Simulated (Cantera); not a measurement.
Input: 1 mol Si, a varied amount of HBr, 1 mol H₂, held at 623 K and 84.0 Pa.

These are equilibrium values from Cantera (NASA tables, ideal gas, pure condensed phases), not measurements of a reactor. Candidate condensed phases: Br₂, Si; 19 gas species. Kinetics and transport are ignored.

Task: Which condensed phases are stable at each of these points (n(HBr) (mol)): 1.1, 1.6, 2.5, 3.8, 5.8, 8.8, 13?

Result: 
```csv
n(HBr) (mol),condensed phases,Si condensed (%)
1.1,Si(s),72.4
1.6,Si(s),59.9
2.5,Si(s),37.4
3.8,Si(s),4.8
5.8,gas only,0.0
8.8,gas only,0.0
13,gas only,0.0
```

From 1.1 mol HBr to 3.8 mol HBr the condensed part is Si(s). From 5.8 mol HBr to 13 mol HBr nothing is condensed.
